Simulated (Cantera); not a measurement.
Feed: 1 mol Cu, 8.2 mol CO2, 1.6 mol H2, 0.16 mol CO, at 10.0 Torr.

These are equilibrium values from Cantera (NASA tables, ideal gas, pure condensed phases), not measurements of a reactor. Candidate condensed phases: C, C6H6, C7H8, C8H18, Cu, CuO, Cu(OH)2, Cu2O, H2O; 113 gas species. The numbers say what is thermodynamically allowed, not how fast it happens. All values below are at 1973 K.

Base state: CO2 0.605, CO 0.155, H2O 0.136, Cu 0.0907, H2 0.00781, OH 0.00171, O2 0.00126, H 0.00103 (mole fractions); condensed: gas only.

Task: What changes in the equilibrium state with this change: pressure from 10.0 Torr to 100 Torr?

Result: 
| species | before | after |
|---|---|---|
| CO2 | 0.605 | 0.653 |
| CO | 0.155 | 0.164 |
| H2O | 0.136 | 0.148 |
| Cu | 0.0907 | 0.0250 |
| O | 0.000167 | 1.70e-5 |
| O2 | 0.00126 | 0.000131 |
| CuO | 4.08e-5 | 1.15e-5 |
| H | 0.00103 | 0.000336 |
| Cu(l), mol | 0 | 0.742 |
